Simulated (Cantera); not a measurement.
A closed system holds: 1 mol CS2, 2.1 mol H2O, 0.81 mol H2, 0.0066 mol SO2, held at 1.33 mbar.

Equilibrium computed with Cantera from the NASA thermochemical tables; the gas is ideal and each condensed phase is pure. Candidate condensed phases: C, C6H6, C7H8, C8H18, H2O, H2SO4, S; 123 gas species. The numbers say what is thermodynamically allowed, not how fast it happens.

Q: At 2575 K, list the 6 most abundant gas species with their mole fractions, and the condensed phases.

A: H 0.388, H2 0.168, S 0.156, CO 0.132, SO 0.0786, H2O 0.0207. Condensed: gas only.
